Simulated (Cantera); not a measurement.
A perfectly stirred reactor is fed with NO : N2 = 1 : 0.47 (molar parts), at 0.276 atm; it is held at 2175 K, and followed from long to short residence time.

Model: GRI-Mech 3.0 (53 species, 325 reactions), integrated in Cantera.

What does this change do: pressure from 0.276 atm to 0.109 atm?


```json
[
 {"quantity": "x(NO) at τ = 1.10 s", "before": "0.143", "after": "0.199"},
 {"quantity": "x(O2) at τ = 1.10 s", "before": "0.267", "after": "0.238"},
 {"quantity": "x(NO2) at τ = 1.10 s", "before": "0.000113", "after": "9.24e-5"},
 {"quantity": "x(N2) at τ = 1.10 s", "before": "0.587", "after": "0.559"},
 {"quantity": "x(O) at τ = 1.10 s", "before": "0.00228", "after": "0.00345"},
 {"quantity": "x(NO) at τ = 36.0 ms", "before": "0.615", "after": "0.648"},
 {"quantity": "x(O2) at τ = 36.0 ms", "before": "0.0320", "after": "0.0154"},
 {"quantity": "x(NO2) at τ = 36.0 ms", "before": "0.000185", "after": "9.00e-5"},
 {"quantity": "x(N2) at τ = 36.0 ms", "before": "0.352", "after": "0.336"},
 {"quantity": "x(O) at τ = 36.0 ms", "before": "0.000972", "after": "0.00126"}
]
```

What does this change do: temperature 2175 to 2198 K?


```tsv
quantity	before	after
x(NO) at τ = 1.10 s	0.143	0.124
x(O2) at τ = 1.10 s	0.267	0.276
x(NO2) at τ = 1.10 s	0.000113	9.58e-5
x(N2) at τ = 1.10 s	0.587	0.597
x(O) at τ = 1.10 s	0.00228	0.00269
x(NO) at τ = 36.0 ms	0.615	0.600
x(O2) at τ = 36.0 ms	0.0320	0.0394
x(NO2) at τ = 36.0 ms	0.000185	0.000190
x(N2) at τ = 36.0 ms	0.352	0.360
x(O) at τ = 36.0 ms	0.000972	0.00121
```
